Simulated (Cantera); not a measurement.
## Equilibrium for silicon epitaxy and polysilicon growth: SiH2Cl2 + Cl2 + N2

Charge: 1 mol SiH2Cl2, 0.035 mol Cl2, 65 mol N2, held at 4.30 mbar.

Equilibrium computed with Cantera from the NASA thermochemical tables; the gas is ideal and each condensed phase is pure. Candidate condensed phases: NH4Cl, Si, Si3N4; 28 gas species. N2 is the only nitrogen source here; it is nearly inert below about 1500 K, so the nitride shown seldom forms there in practice. The tables' values for SiCl3 are old estimates; treat these amounts as uncertain. Rates play no part.

From 823 K to 1573 K the condensed part is Si3N4(s). The main Si-bearing gas is SiCl4 at 823 K and SiCl2 at 1573 K. The share of Si in condensed phases is highest at 1123 K (88.9 %) and lowest at 1573 K (40.9 %).

| T (K) | x N2 | x HCl | x SiCl2 | x H2 | x SiCl4 | x SiCl3 | n Si3N4(s) |
|---|---|---|---|---|---|---|---|
| 823 | 0.971 | 0.0226 | 5.82e-10 | 0.00380 | 0.00216 | 1.18e-7 | 0.285 |
| 898 | 0.971 | 0.0233 | 1.77e-8 | 0.00343 | 0.00198 | 8.51e-7 | 0.290 |
| 973 | 0.971 | 0.0239 | 3.15e-7 | 0.00314 | 0.00183 | 4.49e-6 | 0.293 |
| 1048 | 0.971 | 0.0243 | 3.69e-6 | 0.00292 | 0.00171 | 1.85e-5 | 0.295 |
| 1123 | 0.971 | 0.0246 | 3.05e-5 | 0.00275 | 0.00158 | 6.22e-5 | 0.296 |
| 1198 | 0.971 | 0.0248 | 0.000187 | 0.00267 | 0.00138 | 0.000171 | 0.295 |
| 1273 | 0.971 | 0.0245 | 0.000825 | 0.00281 | 0.000988 | 0.000353 | 0.285 |
| 1348 | 0.970 | 0.0232 | 0.00239 | 0.00345 | 0.000444 | 0.000460 | 0.260 |
| 1423 | 0.970 | 0.0204 | 0.00454 | 0.00481 | 0.000118 | 0.000368 | 0.222 |
| 1498 | 0.970 | 0.0168 | 0.00672 | 0.00660 | 2.50e-5 | 0.000229 | 0.178 |
| 1573 | 0.970 | 0.0131 | 0.00871 | 0.00840 | 5.10e-6 | 0.000130 | 0.136 |
x: gas mole fraction; n: condensed amount in mol.
